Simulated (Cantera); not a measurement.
## Equilibrium for metals in furnace atmospheres: Pb + H₂O + H₂

Feed: 1 mol Pb, 18 mol H₂O, 10 mol H₂, held at 1350 K and 0.133 bar.

These are equilibrium values from Cantera (NASA tables, ideal gas, pure condensed phases), not measurements of a reactor. Candidate condensed phases: H₂O, Pb, PbO, PbO₂, Pb₃O₄; 12 gas species. Kinetics and transport are ignored.

The x(H₂O) is 0.621 and the x(H₂) comes out as 0.345. The x(Pb) is 0.0345 and the x(PbO) comes out as 7.89e-6. The x(Pb₂) is 4.66e-6. The x(H) comes out as 3.83e-6, the gas amount is 29.00 mol and the log10 activity of Pb(l) (absent) comes out as -0.03.
